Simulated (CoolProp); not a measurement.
Aqueous propylene glycol as a coolant, at 34 °C, 1 atm.

Computed with CoolProp (Melinder's fits for secondary coolants).

```tsv
mass %	freezing point (°C)	conductivity (W/(m K))	cp (kJ/(kg K))	Prandtl number	density (kg/m³)
3.3	-0.7	0.601	4.148	5.66	997.0
7.7	-2.1	0.575	4.112	6.72	1000
12	-3.6	0.550	4.077	7.91	1003
16.4	-5.5	0.526	4.040	9.34	1006
20.7	-7.5	0.503	3.999	11.0	1010
25.1	-9.8	0.480	3.953	13.1	1013
29.4	-12.4	0.459	3.902	15.5	1016
33.8	-15.4	0.438	3.844	18.5	1020
38.1	-18.9	0.418	3.781	22.0	1023
42.5	-23.0	0.398	3.712	26.2	1026
```
